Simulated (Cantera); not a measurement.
Charge: 1 mol SiCl4, 0.058 mol CH4, 350 mol H2, equilibrated at 3800 Pa.

These are equilibrium values from Cantera (NASA tables, ideal gas, pure condensed phases), not measurements of a reactor. Candidate condensed phases: C, C6H6, C7H8, C8H18, Si, SiC; 109 gas species. Mutual solubility and eutectic melting of coexisting phases are not modelled. Gases not in the tables: Si2H6 and higher silanes. Equilibrium is a limit: real reactors are often held back by kinetics, nucleation or transport.

**Question.** What share of the Si ends up in condensed phases as a function of T (K), at 1700, 1775, 1850, 1925, 2000, 2075, 2150, 2225?

**Answer.** 
```json
[
 {"T (K)": "1700", "Si condensed (%)": "84.3", "as": "Si(l) + SiC(s)"},
 {"T (K)": "1775", "Si condensed (%)": "83.3", "as": "Si(l) + SiC(s)"},
 {"T (K)": "1850", "Si condensed (%)": "78.6", "as": "Si(l) + SiC(s)"},
 {"T (K)": "1925", "Si condensed (%)": "65.8", "as": "Si(l) + SiC(s)"},
 {"T (K)": "2000", "Si condensed (%)": "34.8", "as": "Si(l) + SiC(s)"},
 {"T (K)": "2075", "Si condensed (%)": "2.3", "as": "SiC(s)"},
 {"T (K)": "2150", "Si condensed (%)": "0.0", "as": "-"},
 {"T (K)": "2225", "Si condensed (%)": "0.0", "as": "-"}
]
```
